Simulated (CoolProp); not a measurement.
Isopentane along the isobar 1.01 bar: Z from the reference equation and from simpler models built on Tc = 460.3 K, pc = 33.78 bar, ω = 0.227; each cubic takes its own stable root.

Computed with CoolProp (reference Helmholtz-energy equation of state, Lemmon 2006). It is a short technical equation, of lower accuracy than the large ones.

| T (K) | phase | reference |
|---|---|---|
| 151.7 | liquid | 0.007690 |
| 171.5 | liquid | 0.006971 |
| 191.3 | liquid | 0.006406 |
| 211 | liquid | 0.005956 |
| 230.8 | liquid | 0.005589 |
| 250.6 | liquid | 0.005289 |
| 270.3 | liquid | 0.005046 |
| 290.1 | liquid | 0.004848 |
| 309.8 | gas | 0.9604 |
| 329.6 | gas | 0.9682 |
| 349.4 | gas | 0.9740 |
| 369.1 | gas | 0.9785 |
| 388.9 | gas | 0.9819 |
| 408.7 | gas | 0.9847 |
| 428.4 | gas | 0.9869 |
| 448.2 | gas | 0.9887 |

**Question.** How far does each simpler model (van der Waals, Redlich-Kwong, Soave-Redlich-Kwong, Peng-Robinson) lie from the reference over these 16 states: mean and median of the absolute difference, and the worst?

**Answer.** 
- van der Waals: mean 3594.7 %, median 32.3 %, worst +19980.4 % at 290.1 K and 1.01 bar
- Redlich-Kwong: mean 1238.9 %, median 5.3 %, worst +19749.4 % at 290.1 K and 1.01 bar
- Soave-Redlich-Kwong: mean 4.3 %, median 4.0 %, worst +10.6 % at 151.7 K and 1.01 bar
- Peng-Robinson: mean 1.8 %, median 0.8 %, worst -4.9 % at 290.1 K and 1.01 bar

At some of these states van der Waals, Redlich-Kwong gives the other phase, because its saturation line lies elsewhere.
